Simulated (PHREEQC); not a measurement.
Make-up at 84 °C: 24 mmol/kgw KH2PO4 and 1.3 mmol/kgw NaOH. Closed to the air; pH follows from the charge balance.

All values are PHREEQC results (ion-association model, wateq4f.dat), not measurements.

```
quantity                  before    after
------------------------  ------  -------
pH                          5.62     9.63
ionic strength (mol/kgw)  0.0266  0.00130
```

Task: What was changed between the two runs?
A) KH2PO4 left out
B) 0.026 mol/kgw HCl added
C) 0.011 mol/kgw NaCl added
D) diluted 5-fold with water
E) KH2PO4 from 0.024 to 0.0216 mol/kgw

Result: A, KH2PO4 left out

This is a speciation only: nothing precipitates in the calculation. H3PO4, which wateq4f.dat lacks, is added to it with the constant of phreeqc.dat. At this temperature some constants are extrapolated from 25 °C, and those without enthalpy data are left unchanged.
